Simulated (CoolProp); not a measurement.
Vapour pressure (kPa) of n-butane: the reference equation beside estimates from Tc = 425.1 K, pc = 3796 kPa, ω = 0.201. Clausius-Clapeyron is anchored at 327.4 K with a constant enthalpy of vaporisation of 19.10 kJ/mol.

Model: reference Helmholtz-energy equation of state, Bücker 2006, in CoolProp.

```csv
T (K),reference,Clausius-Clapeyron,van der Waals,Redlich-Kwong,Soave-Redlich-Kwong
313,376.9,400.5,979.7,501.2,378.7
317.8,430.1,447.4,1055,564.5,432.7
322.6,___,498.2,1135,633.3,492.4
327.4,553.0,553.0,1217,707.7,558.0
332.2,623.5,612.1,1304,788.0,629.8
337.1,702.2,676.8,___,___,710.1
341.9,786.1,744.7,1491,969.2,795.8
346.7,877.2,817.3,1590,___,889.0
351.5,975.8,894.7,1692,1175,989.9
356.3,1082,977.0,1798,1288,1099
361.1,1197,1064,1909,1409,1217
365.9,1321,1157,2024,1536,___
370.7,1454,1255,2143,___,1479
375.5,1597,1359,2266,1815,1624
380.3,1750,___,2393,1966,___
```

Question: What belongs in the gaps?

Answer: 
- 322.6, reference: 488.7
- 337.1, van der Waals: 1397
- 337.1, Redlich-Kwong: 876.3
- 346.7, Redlich-Kwong: 1069
- 365.9, Soave-Redlich-Kwong: 1343
- 370.7, Redlich-Kwong: 1672
- 380.3, Clausius-Clapeyron: 1468
- 380.3, Soave-Redlich-Kwong: 1780

Absolute difference from the reference over all 15 rows, mean and median: Clausius-Clapeyron 7.7 and 6.8 %, van der Waals 87.7 and 81.3 %, Redlich-Kwong 22.2 and 21.9 %, Soave-Redlich-Kwong 1.3 and 1.3 %.
